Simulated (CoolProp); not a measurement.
Saturation properties of R22.

The numbers come from the reference Helmholtz-energy equation of state, Kamei 1995 in CoolProp.

```csv
T (°C),p (bar),liquid cp (kJ/(kg K)),vapour Z,surface tension (mN/m),vapour viscosity (µPa s),liquid conductivity (mW/(m K))
-25.55,1.970,1.112,0.9432,15.8,11.4,107
-15.55,2.902,1.132,0.9260,14.2,11.9,103
-5.45,4.154,1.155,0.9055,12.6,12.4,98.0
4.55,5.759,1.182,0.8820,11.1,12.9,93.6
14.55,7.791,1.215,0.8552,9.62,13.4,89.2
24.65,10.34,1.255,0.8244,8.16,13.9,84.7
34.65,13.43,1.306,0.7898,6.76,14.5,80.2
44.75,17.19,1.374,0.7501,5.40,15.1,75.6
54.75,21.63,1.469,0.7053,4.11,15.9,71.0
64.75,26.87,1.621,0.6533,2.90,16.8,66.2
74.85,33.08,1.907,0.5904,1.77,18.0,61.1
```

It boils at -40.8 °C under 1 atm.

Viscosity comes from a separate model (Bell 2016), an estimate that may be off by 10 % or more. Thermal conductivity comes from a separate model (McLinden 2000), an estimate that may be off by 10 % or more. Surface tension comes from a separate correlation (Mulero 2012).
